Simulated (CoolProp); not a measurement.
Saturation properties of R1336mzz(E).

The numbers come from the reference Helmholtz-energy equation of state, Akasaka 2023 in CoolProp.

| T (K) | p (MPa) | liquid density (kg/m³) | enthalpy of vaporisation (kJ/kg) | liquid cp (kJ/(kg K)) |
|---|---|---|---|---|
| 234 | 0.009204 | 1497 | 176.4 | 1.187 |
| 248.2 | 0.02144 | 1462 | 169.6 | 1.195 |
| 262.4 | 0.04455 | 1426 | 162.8 | 1.205 |
| 276.6 | 0.08441 | 1388 | 155.7 | 1.218 |
| 290.8 | 0.1482 | 1348 | 148.4 | 1.234 |
| 305 | 0.2445 | 1304 | 140.6 | 1.254 |
| 319.2 | 0.3829 | 1257 | 132.2 | 1.279 |
| 333.4 | 0.5741 | 1205 | 122.8 | 1.314 |
| 347.6 | 0.8301 | 1145 | 112.2 | 1.363 |
| 361.8 | 1.164 | 1075 | 99.72 | 1.441 |
| 376 | 1.591 | 989.3 | 84.49 | 1.585 |
| 390.2 | 2.132 | 872.6 | 63.82 | 2.012 |

It boils at 281.0 K under 1 atm.
